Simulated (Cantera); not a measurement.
Halide evaporation, hydrolysis and transport: CaCl2 + N2

A closed system holds: 1 mol CaCl2, 0.21 mol N2, at 100000 Pa.

Cantera equilibrium calculation (NASA polynomials, part measured and part estimated; ideal gas, pure solids and liquids). Candidate condensed phases: Ca, CaCl2; 8 gas species. Equilibrium is a limit: real reactors are often held back by kinetics, nucleation or transport.

```tsv
T (°C)	log p N2	log p CaCl2	n CaCl2(s)	n CaCl2(l)
402	0.00	<-12	1.00	0
452	0.00	<-12	1.00	0
502	0.00	<-12	1.00	0
552	0.00	-11.14	1.00	0
602	0.00	-10.00	1.00	0
652	0.00	-8.98	1.00	0
702	0.00	-8.08	1.00	0
752	0.00	-7.26	1.00	0
802	0.00	-6.57	0	1.00
852	0.00	-5.96	0	1.00
```
log p: log10 of the partial pressure in bar; n: condensed amount in mol.

From 402 °C to 752 °C the condensed part is CaCl2(s). From 802 °C to 852 °C the condensed part is CaCl2(l).
